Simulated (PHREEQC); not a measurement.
Make-up at 80 °C: 0.16 mol/kgw NaHS and 0.073 mol/kgw NaOH. Closed to the air; pH follows from the charge balance.

Computed with PHREEQC (ion-association model, wateq4f.dat).

| quantity | before | after |
|---|---|---|
| pH | 10.76 | 8.70 |
| ionic strength (mol/kgw) | 0.285 | 0.161 |
| HS- (mol/kgw) | 0.108 | 0.159 |
| H2S (mol/kgw) | 3.99e-6 | 0.000742 |

**Question.** Which change was made?
A) NaHS from 0.16 to 0.176 mol/kgw
B) NaOH left out
C) diluted 100-fold with water
D) NaHS from 0.16 to 0.32 mol/kgw

**Answer.** B, NaOH left out

Precipitation was switched off in this run. With this much S-2 the pH rests on the database's HS-/S-2 constant; if that pK is higher, the solution is more alkaline. Constants without temperature data keep their 25 °C values here. The database's pK near 12.9 for HS-/S-2 is now thought far too low, so its S-2 is overstated.
